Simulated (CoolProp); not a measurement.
Vapour-liquid equilibrium of carbon dioxide (1) + hydrogen sulfide (2) at 1.52 MPa; x and y are mole fractions of (1).

Values from CoolProp's multi-fluid Helmholtz-energy mixture model, Span 1996 and Lemmon 2006; pair parameters Kunz 2012.

```csv
x,bubble temperature (K),y at the bubble point,dew temperature at overall composition x (K),liquid density (mol/L)
0.05,278.9,0.212,285.2,24.04
0.15,267.5,0.465,281.3,24.60
0.25,260.6,0.597,277.3,24.72
0.35,256.2,0.675,272.9,24.55
0.45,253.3,0.729,268.3,24.24
0.55,251.1,0.772,263.1,23.88
0.65,249.3,0.811,257.7,23.58
0.75,247.8,0.853,252.2,23.43
0.85,246.5,0.901,247.9,23.50
0.95,245.4,0.962,245.6,23.91
```

No azeotrope shows between x = 0.05 and 0.95.

Pair parameters are fitted to limited data, so mixtures are less certain than the pure fluids.
